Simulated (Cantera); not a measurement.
Reactions in the system H-O-Zr

Source: NASA polynomial tables (part measured, part estimated), evaluated in Cantera. Values are per mole of reaction as written; species without (g) are pure solids or liquids, kept so even where they would boil at 1 bar.

ZrO₂ + 2 H(g) = 2 OH(g) + Zr

```tsv
T (K)	ΔH° (kJ)	ΔS° (J/K)	ΔG° (kJ)	log10 K
823	727.9	103.9	642.4	-40.77
848	727.3	103.2	639.8	-39.41
873	726.6	102.4	637.2	-38.13
898	726.0	101.7	634.7	-36.92
923	725.3	101.0	632.2	-35.77
948	724.7	100.3	629.6	-34.69
973	724.1	99.6	627.1	-33.67
```
